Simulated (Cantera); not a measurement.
Charge: 1 mol SiC, 0.05 mol CO2, 1.5 mol H2, 0.6 mol O2, held at 2125 K and 0.100 bar.

Equilibrium computed with Cantera from the NASA thermochemical tables; the gas is ideal and each condensed phase is pure. Candidate condensed phases: C, C6H6, C7H8, C8H18, H2O, Si, SiC, SiO2; 123 gas species. Gases not in the tables: Si2H6 and higher silanes. Rates play no part.

Base state: H2 0.528, CO 0.241, SiO 0.221, H 0.00835, Si 0.00128, SiH 0.000151, SiH2 8.04e-5, Si2C 5.73e-5 (mole fractions); condensed: SiC(s).

Problem. What changes in the equilibrium state with this change: pressure from 0.100 bar to 1 atm?

Solution. 
```json
[
 {"species": "H2", "before": "0.528", "after": "0.533"},
 {"species": "CO", "before": "0.241", "after": "0.241"},
 {"species": "SiO", "before": "0.221", "after": "0.223"},
 {"species": "H", "before": "0.00835", "after": "0.00263"},
 {"species": "CH4", "before": "1.00e-6", "after": "1.03e-5"},
 {"species": "H2O", "before": "8.10e-6", "after": "8.32e-5"},
 {"species": "Si", "before": "0.00128", "after": "0.000126"},
 {"species": "Si2C", "before": "5.73e-5", "after": "5.67e-6"},
 {"species": "SiC(s), mol", "before": "0.373", "after": "0.375"}
]
```

Problem. What changes in the equilibrium state with this change: temperature from 2125 K to 1300 K?

Solution. 
| species | before | after |
|---|---|---|
| H2 | 0.528 | 0.994 |
| CO | 0.241 | 0.00557 |
| CH4 | 1.00e-6 | 0.000776 |
| SiO | 0.221 | 4.14e-6 |
| Si | 0.00128 | <1e-9 |
| SiH | 0.000151 | <1e-9 |
| SiH2 | 8.04e-5 | <1e-9 |
| Si2C | 5.73e-5 | <1e-9 |
| Si2 | 1.29e-5 | <1e-9 |
| SiC(s), mol | 0.373 | 0.354 |
| C(graphite), mol | 0 | 0.686 |
| SiO2(β-quartz), mol | 0 | 0.646 |
Mutual solubility and eutectic melting of coexisting phases are not modelled. The tables hold silica as quartz up to 1696 K and as liquid above; real silica turns to tridymite and cristobalite and melts near 1996 K.
